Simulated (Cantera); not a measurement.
Standard-state values (1 bar) from the NASA 1993 polynomials, evaluated with Cantera. Values are per mole of reaction as written; species without (g) are pure solids or liquids, kept so even where they would boil at 1 bar.

**Question.** Between 300 and 948 K, where is each reaction favourable under standard conditions?
- 2 SiHCl₃(g) ⇌ 3 Cl₂(g) + 2 Si + H₂(g)
- 5 Cl₂(g) + 2 SiH₃(g) + 4 SiCl₂(g) ⇌ 6 SiHCl₃(g)
- 3 Cl₂(g) + 2 SiH₃(g) ⇌ 4 H(g) + 2 SiHCl₃(g)

**Answer.** 
- 2 SiHCl₃(g) ⇌ 3 Cl₂(g) + 2 Si + H₂(g): ΔG° is 929 kJ at 300 K and 789 kJ at 948 K; it stays positive (K < 1). ΔH° is 995 kJ and ΔS° 217 J/K at 948 K.
- 5 Cl₂(g) + 2 SiH₃(g) + 4 SiCl₂(g) ⇌ 6 SiHCl₃(g): ΔG° is -2484 kJ at 300 K and -1982 kJ at 948 K; it stays negative (K > 1). ΔH° is -2699 kJ and ΔS° -756 J/K at 948 K.
- 3 Cl₂(g) + 2 SiH₃(g) ⇌ 4 H(g) + 2 SiHCl₃(g): ΔG° is -534 kJ at 300 K and -548 kJ at 948 K; it stays negative (K > 1). ΔH° is -508 kJ and ΔS° 41 J/K at 948 K.
